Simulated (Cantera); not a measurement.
An isothermal, constant-pressure homogeneous reactor starts with H2 : O2 = 0.12 : 1 (molar parts), equivalence ratio 0.060, at 1223 K and 1330 Pa.

Cantera simulation using GRI-Mech 3.0 (53 species, 325 reactions); the numbers are that mechanism's predictions, not measurements. Radical loss at walls, strong at low pressure, is not modelled. The temperature is held fixed by assumption; the heat of reaction is taken as removed at once.

x: mole fraction; the columns are a selection and need not sum to one.

```json
[
 {"t (s)": "0.000100", "x H2": "0.107", "x O2": "0.893", "x HO2": "1.35e-8", "x H2O": "9.25e-9", "x H2O2": "7.10e-12", "x H": "1.24e-8", "x OH": "7.41e-9"},
 {"t (s)": "0.000219", "x H2": "0.107", "x O2": "0.893", "x HO2": "2.97e-8", "x H2O": "9.45e-8", "x H2O2": "3.41e-11", "x H": "5.97e-8", "x OH": "4.26e-8"},
 {"t (s)": "0.000481", "x H2": "0.107", "x O2": "0.893", "x HO2": "7.05e-8", "x H2O": "2.85e-6", "x H2O2": "1.67e-10", "x H": "1.36e-6", "x OH": "1.01e-6"},
 {"t (s)": "0.00106", "x H2": "0.104", "x O2": "0.891", "x HO2": "2.51e-6", "x H2O": "0.00241", "x H2O2": "6.96e-9", "x H": "0.00112", "x OH": "0.000816"},
 {"t (s)": "0.00232", "x H2": "0.00377", "x O2": "0.821", "x HO2": "5.67e-6", "x H2O": "0.0867", "x H2O2": "1.83e-7", "x H": "0.0267", "x OH": "0.00724"},
 {"t (s)": "0.00509", "x H2": "0.00289", "x O2": "0.828", "x HO2": "5.61e-6", "x H2O": "0.0914", "x H2O2": "1.68e-7", "x H": "0.0214", "x OH": "0.00646"},
 {"t (s)": "0.0112", "x H2": "0.00228", "x O2": "0.843", "x HO2": "5.55e-6", "x H2O": "0.0973", "x H2O2": "1.80e-7", "x H": "0.0142", "x OH": "0.00578"},
 {"t (s)": "0.0245", "x H2": "0.00135", "x O2": "0.862", "x HO2": "5.10e-6", "x H2O": "0.105", "x H2O2": "1.89e-7", "x H": "0.00611", "x OH": "0.00448"},
 {"t (s)": "0.0537", "x H2": "0.000511", "x O2": "0.878", "x HO2": "3.80e-6", "x H2O": "0.110", "x H2O2": "1.68e-7", "x H": "0.00136", "x OH": "0.00277"},
 {"t (s)": "0.118", "x H2": "0.000130", "x O2": "0.884", "x HO2": "1.99e-6", "x H2O": "0.112", "x H2O2": "1.13e-7", "x H": "0.000173", "x OH": "0.00140"},
 {"t (s)": "0.259", "x H2": "2.93e-5", "x O2": "0.886", "x HO2": "7.44e-7", "x H2O": "0.113", "x H2O2": "5.93e-8", "x H": "1.85e-5", "x OH": "0.000667"},
 {"t (s)": "0.568", "x H2": "7.12e-6", "x O2": "0.887", "x HO2": "2.43e-7", "x H2O": "0.113", "x H2O2": "2.78e-8", "x H": "2.25e-6", "x OH": "0.000331"},
 {"t (s)": "1.25", "x H2": "2.00e-6", "x O2": "0.887", "x HO2": "8.18e-8", "x H2O": "0.113", "x H2O2": "1.26e-8", "x H": "3.39e-7", "x OH": "0.000176"},
 {"t (s)": "2.73", "x H2": "___", "x O2": "0.887", "x HO2": "___", "x H2O": "0.113", "x H2O2": "___", "x H": "___", "x OH": "___"},
 {"t (s)": "6.00", "x H2": "___", "x O2": "0.887", "x HO2": "___", "x H2O": "0.113", "x H2O2": "___", "x H": "___", "x OH": "___"}
]
```

Q: What belongs in the gaps?

A: 
- 2.73, x H2: 6.49e-7
- 2.73, x HO2: 3.16e-8
- 2.73, x H2O2: 5.66e-9
- 2.73, x H: 6.30e-8
- 2.73, x OH: 0.000101
- 6.00, x H2: 2.34e-7
- 6.00, x HO2: 1.63e-8
- 6.00, x H2O2: 2.56e-9
- 6.00, x H: 1.38e-8
- 6.00, x OH: 6.06e-5
